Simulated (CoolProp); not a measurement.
Vapour-liquid equilibrium of R125 (1) + R1234yf (2) at 287.4 K; x and y are mole fractions of (1).

Values from CoolProp's multi-fluid Helmholtz-energy mixture model, Lemmon 2005 and Lemmon 2022; pair parameters Bell 2023.

Question: Give the bubble pressure and the first vapour's composition at x = 0.05, 0.85, 0.95. Is there an azeotrope?

Answer: x = 0.05: 0.5242 MPa, y = 0.089; x = 0.85: 0.9427 MPa, y = 0.907; x = 0.95: 0.9987 MPa, y = 0.970. No azeotrope shows between x = 0.05 and 0.95.

The pair parameters rest on a limited set of measurements; away from them the model extrapolates.
